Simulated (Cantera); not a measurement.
What does this Cantera script print?

```python
import numpy as np
import cantera as ct

gas = ct.Solution("gri30.yaml")


def delay(T, t_max=10):
    gas.TPX = T, 101325, {'CH4': 1, 'CO': 0.044, 'O2': 1.19, 'N2': 5.59, 'H2O': 0.28}
    reactor = ct.IdealGasReactor(gas, clone=False)
    net = ct.ReactorNet([reactor])
    net.rtol, net.atol = 1e-8, 1e-16
    while net.time < t_max:
        t_old, T_old = net.time, reactor.T
        net.step()
        if reactor.T > T + 400:  # ignition: a rise of 400 K
            return t_old + (T + 400 - T_old) / (reactor.T - T_old) * (net.time - t_old)
    return np.nan


taus = []
for T in [1000, 1050, 1100, 1150, 1200, 1250, 1300, 1350]:
    taus.append(delay(T))
    print(f"T0 = {T:6g} K   tau = {taus[-1]:.4e} s")
```

Output:

```
T0 =   1000 K   tau = 2.0009e+00 s
T0 =   1050 K   tau = 8.3773e-01 s
T0 =   1100 K   tau = 3.6786e-01 s
T0 =   1150 K   tau = 1.6890e-01 s
T0 =   1200 K   tau = 8.0741e-02 s
T0 =   1250 K   tau = 3.9971e-02 s
T0 =   1300 K   tau = 2.0389e-02 s
T0 =   1350 K   tau = 1.0681e-02 s
```

Model: GRI-Mech 3.0 (53 species, 325 reactions), integrated in Cantera.
